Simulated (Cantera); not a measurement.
An adiabatic, constant-pressure homogeneous reactor starts with H2 : O2 : N2 = 1 : 1.35 : 5.08 (molar parts), equivalence ratio 0.37, at 1475 K and 440000 Pa. Integrator tolerance rtol = 1e-08.

Computed with Cantera and the H2/O2 subset of GRI-Mech 3.0, which has no nitrogen chemistry. The hydrogen kinetics of GRI-Mech 3.0 are dated; newer H2 mechanisms differ, most at raised pressure.

Task: What does this change do: pressure from 440000 Pa to 101000 Pa?

Result: 
| quantity | before | after |
|---|---|---|
| time of steepest temperature rise | 3.90 µs | 16.4 µs |
| temperature at 3.00 s | 2376 K | 2355 K |
| equilibrium temperature | 2376 K | 2355 K |
| x(H2) at 3.00 s | 0.000613 (gas-phase equilibrium 0.000613) | 0.00112 (gas-phase equilibrium 0.00112) |
| x(O2) at 3.00 s | 0.120 (gas-phase equilibrium 0.120) | 0.119 (gas-phase equilibrium 0.119) |
| x(H2O) at 3.00 s | 0.140 (gas-phase equilibrium 0.140) | 0.138 (gas-phase equilibrium 0.138) |
| x(O) at 3.00 s | 0.00127 (gas-phase equilibrium 0.00127) | 0.00234 (gas-phase equilibrium 0.00234) |
| x(OH) at 3.00 s | 0.00686 (gas-phase equilibrium 0.00686) | 0.00909 (gas-phase equilibrium 0.00909) |
| x(H2O2) at 3.00 s | 5.42e-7 (gas-phase equilibrium 5.42e-7) | 2.43e-7 (gas-phase equilibrium 2.43e-7) |
| x(H) at 3.00 s | 0.000169 (gas-phase equilibrium 0.000169) | 0.000428 (gas-phase equilibrium 0.000428) |

Task: What does this change do: initial temperature 1475 to 1500 K?

Result: 
```
quantity                                                              before                                      after
---------------------------------  -----------------------------------------  -----------------------------------------
time of steepest temperature rise                                    3.90 µs                                    3.58 µs
temperature at 3.00 s                                                 2376 K                                     2397 K
equilibrium temperature                                               2376 K                                     2397 K
x(H2) at 3.00 s                    0.000613 (gas-phase equilibrium 0.000613)  0.000680 (gas-phase equilibrium 0.000680)
x(O2) at 3.00 s                          0.120 (gas-phase equilibrium 0.120)        0.120 (gas-phase equilibrium 0.120)
x(H2O) at 3.00 s                         0.140 (gas-phase equilibrium 0.140)        0.139 (gas-phase equilibrium 0.139)
x(O) at 3.00 s                       0.00127 (gas-phase equilibrium 0.00127)    0.00142 (gas-phase equilibrium 0.00142)
x(OH) at 3.00 s                      0.00686 (gas-phase equilibrium 0.00686)    0.00734 (gas-phase equilibrium 0.00734)
x(H2O2) at 3.00 s                    5.42e-7 (gas-phase equilibrium 5.42e-7)    5.67e-7 (gas-phase equilibrium 5.67e-7)
x(H) at 3.00 s                     0.000169 (gas-phase equilibrium 0.000169)  0.000196 (gas-phase equilibrium 0.000196)
```
